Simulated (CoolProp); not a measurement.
Model: reference Helmholtz-energy equation of state, Eisenbach 2021, in CoolProp.

Question: For propylene glycol, give the phase and the density (kg/m³), cp (kJ/(kg K)), cv (kJ/(kg K)), isothermal compressibility (1/MPa) at 523 K and 0.595 MPa.

Answer: 
- 523 K and 0.595 MPa: liquid; density 823, cp 3.72, cv 3.04, isothermal compressibility 0.00216
